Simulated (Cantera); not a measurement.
An isothermal, constant-pressure homogeneous reactor starts with 92.1 % N2O, 7.92 % H2O, at 1623 K and 100.0 Torr.

Model: GRI-Mech 3.0 (53 species, 325 reactions), integrated in Cantera. GRI-Mech 3.0 was tuned for natural gas; its chemistry of N2O as a main component is partial and can be far from experiment. The temperature is held fixed by assumption; the heat of reaction is taken as removed at once.

One state of this run: x N2O = 0.0748; x O = 0.000159; x O2 = 0.223; x NO = 0.132; x N2 = 0.513; x NO2 = 0.000216. x: mole fraction; the columns are a selection and need not sum to one.

Q: Which value of t (s) does it belong to?
A. 2.00e-6
B. 0.247
C. 0.000702
D. 0.0570

A: D, 0.0570
